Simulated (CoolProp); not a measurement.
Computed with CoolProp (reference Helmholtz-energy equation of state, Schmidt 1985). Above 300 K oxygen's equation is extrapolated.

### Question
For oxygen, give the phase and the cp (kJ/(kg K)), conductivity (mW/(m K)), Prandtl number at 264.4 K and 19700 kPa; 683.8 K and 5830 kPa.

### Answer
- 264.4 K and 19700 kPa: supercritical; cp 1.39, conductivity 38.8, Prandtl number 0.965
- 683.8 K and 5830 kPa: supercritical; cp 1.04, conductivity 54.1, Prandtl number 0.745

Viscosity comes from a separate model (Lemmon 2004). Thermal conductivity comes from a separate model (Lemmon 2004).
